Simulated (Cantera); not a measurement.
An adiabatic, constant-volume homogeneous reactor starts with CH4 : H2 : O2 : N2 = 1 : 0.032 : 1.83 : 6.89 (molar parts), equivalence ratio 1.1, at 1075 K and 4.93 atm.

Computed with Cantera and GRI-Mech 3.0 (53 species, 325 reactions).

Question: Predict: time of steepest temperature rise; temperature at 0.200 s; equilibrium temperature; x(H2) at 0.200 s; x(O2) at 0.200 s; x(CH2O) at 0.200 s; x(HCO) at 0.200 s.

Answer: 
- time of steepest temperature rise = 26.4 ms
- temperature at 0.200 s = 2930 K
- equilibrium temperature = 2930 K
- x(H2) at 0.200 s = 0.0195 (gas-phase equilibrium 0.0195)
- x(O2) at 0.200 s = 0.00688 (gas-phase equilibrium 0.00688)
- x(CH2O) at 0.200 s = 4.96e-9 (gas-phase equilibrium 4.96e-9)
- x(HCO) at 0.200 s = 2.45e-7 (gas-phase equilibrium 2.45e-7)
